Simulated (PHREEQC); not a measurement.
A PHREEQC speciation (ion-association model, phreeqc.dat) at 25 °C gives pH 4.96 and these molalities:

| species | mol/kgw |
|---|---|
| SO4-2 | 0.0956 |
| Fe+2 | 0.0905 |
| FeSO4 | 0.0876 |
| Na+ | 0.00935 |
| FeH2PO4+ | 0.00180 |
| NaSO4- | 0.00105 |
| MgSO4 | 0.000188 |
| H2PO4- | 0.000146 |
| Mg+2 | 0.000132 |
| FeHPO4 | 5.24e-5 |
| HSO4- | 3.21e-5 |
| H+ | 1.42e-5 |
| FeHSO4+ | 9.45e-6 |
| HPO4-2 | 2.47e-6 |
| FeOH+ | 1.01e-6 |
| MgH2PO4+ | 1.90e-7 |
| H3PO4 | 1.54e-7 |

Task: What are the element totals, and what could have been dissolved in 1 kg of water to give them?

Result: This is not unique; one that fits is totals Fe(2) 0.180, Mg 0.000320, Na 0.0104, P 0.00200, S(6) 0.184 mol/kgw, from 0.18 mol/kgw FeSO4, 0.00032 mol/kgw MgSO4, 0.002 mol/kgw NaH2PO4 and 0.0042 mol/kgw Na2SO4.

No solid was allowed to form. Examples of supersaturated solids here: Vivianite. Others may be too.
